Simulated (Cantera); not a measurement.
An adiabatic, constant-pressure homogeneous reactor starts with 2.30 % C3H8, 20.5 % O2, 77.2 % N2, at 1425 K and 9750 Torr.

Computed with Cantera and GRI-Mech 3.0 (53 species, 325 reactions). GRI-Mech 3.0 was tuned for natural gas; its chemistry of propane as a main component is partial and can be far from experiment. The pressure lies above the range GRI-Mech 3.0 was tuned for (to about 10 atm).

x: mole fraction; the columns are a selection and need not sum to one.

```csv
t (s),T (K),x C3H8,x O2,x CO2,x CH2O,x H2,x H2O
2.00e-6,1424,0.0228,0.205,4.09e-8,1.48e-5,?,2.66e-5
9.28e-6,1425,0.0216,0.204,3.24e-6,0.000395,?,0.000623
4.31e-5,2191,<1e-12,0.101,0.0257,2.95e-8,?,0.0782
0.000200,2543,<1e-12,0.0868,0.0643,8.62e-12,0.000591,0.0855
0.000928,2536,<1e-12,0.0851,0.0644,8.28e-12,0.000580,0.0856
0.00431,2522,<1e-12,0.0814,0.0645,7.57e-12,0.000556,0.0858
0.0200,2518,<1e-12,0.0802,0.0645,7.36e-12,0.000549,0.0859
0.0928,2518,<1e-12,0.0802,0.0645,7.36e-12,0.000549,0.0859
0.431,2518,<1e-12,0.0802,0.0645,7.36e-12,0.000549,0.0859
2.00,2518,<1e-12,0.0802,0.0645,7.36e-12,0.000549,0.0859
```

Question: Complete the blanks.

Answer: 
- 2.00e-6, x H2: 1.57e-5
- 9.28e-6, x H2: 0.000216
- 4.31e-5, x H2: 0.00267
